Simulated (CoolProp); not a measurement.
Vapour-liquid equilibrium of hydrogen chloride (1) + n-butane (2) at 145 kPa; x and y are mole fractions of (1).

The numbers come from the multi-fluid Helmholtz-energy mixture model, Thol 2018 and Bücker 2006; pair parameters Bell 2016 in CoolProp.

```
x      bubble temperature, mixture model (°C)  bubble temperature, Raoult's law (°C)  y, mixture model  y, Raoult's law
-----  --------------------------------------  -------------------------------------  ----------------  ---------------
0.05                                    -27.4                                  -13.8             0.781            0.611
0.125                                   -53.6                                  -32.7             0.951            0.851
0.2                                     -64.7                                  -43.7             0.978            0.924
0.275                                   -70.1                                  -51.1             0.986            0.956
0.35                                    -72.8                                  -56.6             0.989            0.972
0.425                                       …                                  -61.0             0.990            0.981
0.5                                     -74.7                                  -64.5             0.991            0.987
0.575                                       …                                  -67.4             0.991            0.991
0.65                                    -75.1                                  -70.0             0.991            0.994
0.725                                   -75.4                                  -72.2                 …            0.996
0.8                                         …                                  -74.1             0.993            0.998
0.875                                   -76.5                                  -75.9             0.994            0.999
0.95                                    -77.6                                  -77.4             0.997            1.000
```

Q: Fill in the missing entries.

A: 
- 0.425, bubble temperature, mixture model (°C): -74.2
- 0.575, bubble temperature, mixture model (°C): -75.0
- 0.725, y, mixture model: 0.992
- 0.8, bubble temperature, mixture model (°C): -75.8

The largest gap from Raoult's law is -21.0 K in bubble temperature, at x = 0.2. No azeotrope shows between x = 0.05 and 0.95.

Pair parameters are fitted to limited data, so mixtures are less certain than the pure fluids. With so large a gap from Raoult's law the liquid may split in two, which this calculation doesn't test in full.
